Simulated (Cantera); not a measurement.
Charge: 1 mol HBr, 0.66 mol O2, 1.8 mol H2, at 9750 Torr.

Cantera equilibrium calculation (NASA polynomials, part measured and part estimated; ideal gas, pure solids and liquids). Candidate condensed phases: Br2, H2O; 12 gas species. Kinetics and transport are ignored.

x: gas mole fraction; nothing condenses.

| T (K) | x H2O | x HBr | x H2 | x Br | x H | x OH |
|---|---|---|---|---|---|---|
| 1523 | 0.471 | 0.356 | 0.172 | 0.000509 | 2.66e-6 | 2.25e-7 |
| 1673 | 0.471 | 0.355 | 0.172 | 0.00151 | 1.31e-5 | 1.73e-6 |
| 1823 | 0.471 | 0.352 | 0.173 | 0.00374 | 5.00e-5 | 9.46e-6 |
| 1973 | 0.469 | 0.347 | 0.175 | 0.00799 | 0.000156 | 3.99e-5 |
| 2123 | 0.468 | 0.339 | 0.178 | [?] | [?] | [?] |
| 2273 | 0.465 | 0.326 | 0.182 | 0.0258 | 0.000994 | 0.000394 |
| 2423 | 0.460 | 0.308 | 0.188 | 0.0402 | 0.00213 | 0.000988 |
| 2573 | 0.454 | 0.286 | 0.195 | [?] | [?] | [?] |
| 2723 | 0.445 | 0.262 | 0.202 | 0.0781 | 0.00772 | 0.00446 |
| 2873 | 0.434 | 0.235 | 0.210 | 0.0993 | 0.0133 | 0.00827 |
| 3023 | 0.417 | 0.207 | 0.217 | 0.120 | 0.0219 | 0.0142 |
| 3173 | 0.396 | 0.181 | 0.223 | 0.139 | 0.0342 | 0.0228 |

Fill in the missing entries.


- 2573, x Br: 0.0580
- 2573, x H: 0.00420
- 2573, x OH: 0.00220
- 2123, x Br: 0.0151
- 2123, x H: 0.000420
- 2123, x OH: 0.000136
